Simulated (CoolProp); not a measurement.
Aqueous potassium acetate as a coolant, 28 % by mass, freezing at -20.1 °C, 1 atm.

The numbers come from the Melinder's fits for secondary coolants in CoolProp.

| T (°C) | density (kg/m³) | conductivity (W/(m K)) | viscosity (mPa s) | Prandtl number |
|---|---|---|---|---|
| -11.3 | 1158 | 0.465 | 6.01 | 41.6 |
| -5.6 | 1156 | 0.473 | 4.74 | 32.5 |
| 0.1 | 1154 | 0.480 | 3.84 | 25.9 |
| 5.8 | 1152 | 0.488 | 3.17 | 21.2 |
| 11.5 | 1150 | 0.495 | 2.67 | 17.6 |
| 17.2 | 1147 | 0.503 | 2.29 | 14.9 |
| 22.9 | 1145 | 0.510 | 1.99 | 12.8 |
| 28.5 | 1143 | 0.517 | 1.75 | 11.2 |
| 34.2 | 1140 | 0.525 | 1.55 | 9.79 |
